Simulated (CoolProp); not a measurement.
Properties of 1,2-dichloroethane along the isotherm 492 K.

Model: reference Helmholtz-energy equation of state, Thol 2015, in CoolProp.

| p (kPa) | phase | density (kg/m³) | cp (kJ/(kg K)) | expansivity (1/kK) | fugacity coefficient |
|---|---|---|---|---|---|
| 41.3 | gas | 1.003 | 1.032 | 2.061 | 0.9958 |
| 60.6 | gas | 1.475 | 1.033 | 2.074 | 0.9938 |
| 89 | gas | 2.173 | 1.035 | 2.094 | 0.9909 |
| 131 | gas | 3.213 | 1.037 | 2.124 | 0.9866 |
| 192 | gas | 4.739 | 1.041 | 2.169 | 0.9804 |
| 281 | gas | 7.004 | 1.047 | 2.238 | 0.9714 |
| 413 | gas | 10.45 | 1.056 | 2.347 | 0.9580 |
| 606 | gas | 15.68 | 1.072 | 2.527 | 0.9384 |
| 890 | gas | 23.89 | 1.098 | 2.842 | 0.9097 |
| 1310 | gas | 37.41 | 1.150 | 3.479 | 0.8673 |
| 1920 | gas | 61.61 | 1.286 | 5.177 | 0.8051 |
| 2810 | liquid | 895.0 | 1.664 | 3.042 | 0.5717 |
| 4130 | liquid | 904.2 | 1.634 | 2.819 | 0.4030 |
| 6060 | liquid | 916.2 | 1.600 | 2.571 | 0.2891 |
| 8900 | liquid | 931.4 | 1.564 | 2.306 | 0.2121 |
| 13100 | liquid | 950.3 | 1.526 | 2.036 | 0.1605 |
